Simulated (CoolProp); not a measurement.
Vapour-liquid equilibrium of hydrogen chloride (1) + propane (2) at 0.481 MPa; x and y are mole fractions of (1).

The numbers come from the multi-fluid Helmholtz-energy mixture model, Thol 2018 and Lemmon 2009; pair parameters Bell 2016 in CoolProp.

Problem. Give the bubble temperature and the first vapour's composition at x = 0.125, 0.725, 0.875. Is there an azeotrope?

Solution. x = 0.125: 248.1 K, y = 0.597; x = 0.725: 224.0 K, y = 0.909; x = 0.875: 222.3 K, y = 0.944. No azeotrope shows between x = 0.05 and 0.95.

Pair parameters are fitted to limited data, so mixtures are less certain than the pure fluids. With so large a gap from Raoult's law the liquid may split in two, which this calculation doesn't test in full.
